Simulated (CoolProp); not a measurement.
Properties of acetone along the isotherm 256.15 °C.

Model: reference Helmholtz-energy equation of state, Lemmon 2006, in CoolProp. It is a short technical equation, of lower accuracy than the large ones.

| p (kPa) | phase | expansivity (1/kK) | fugacity coefficient |
|---|---|---|---|
| 148 | gas | 1.963 | 0.9892 |
| 338 | gas | 2.062 | 0.9755 |
| 769 | gas | 2.316 | [?] |
| 1750 | gas | 3.084 | 0.8771 |
| 3980 | gas | 7.434 | 0.7315 |
| 9060 | supercritical | [?] | 0.4457 |
| 20600 | supercritical | 2.653 | [?] |
| 46900 | supercritical | 1.476 | 0.2128 |

Problem. Fill in the missing entries.

Solution. 
- 769, fugacity coefficient: 0.9449
- 9060, expansivity (1/kK): 7.426
- 20600, fugacity coefficient: 0.2666
